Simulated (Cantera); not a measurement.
Charge: 1 mol CCl₄, 0.073 mol F₂, 2.2 mol H₂, equilibrated at 1148.15 K and 13300 Pa.

These are equilibrium values from Cantera (NASA tables, ideal gas, pure condensed phases), not measurements of a reactor. Candidate condensed phases: C, C₆H₆, C₇H₈, C₈H₁₈; 118 gas species. Rates play no part.

Q: What is the equilibrium state?

A: 
```
Item                Value
--------------  ---------
x(HCl)              0.936
x(HF)              0.0342
x(H₂)              0.0297
x(CH₄)            2.80e-6
n(C(graphite))  1.000 mol
gas amount      4.273 mol
```
